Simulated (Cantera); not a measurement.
Input: 1 mol Cu, a varied amount of H₂O, 24 mol N₂, equilibrated at 220000 Pa.

Method: chemical equilibrium by Gibbs-energy minimisation in Cantera with the NASA 1993 tables (ideal gas, pure condensed phases). Candidate condensed phases: Cu, CuO, Cu(OH)₂, Cu₂O, H₂O; 27 gas species. Mutual solubility and eutectic melting of coexisting phases are not modelled. The numbers say what is thermodynamically allowed, not how fast it happens.

What condenses at these points (T in K, n(H₂O) in mol): (1425, 6.4); (1725, 8.9); (1275, 11); (1575, 11); (975, 12)?


```csv
T (K),n(H₂O) in mol,condensed phases,Cu condensed (%)
1425,6.4,Cu + Cu₂O,100.0
1725,8.9,Cu,99.7
1275,11,Cu + Cu₂O,100.0
1575,11,Cu,100.0
975,12,Cu + Cu₂O,100.0
```
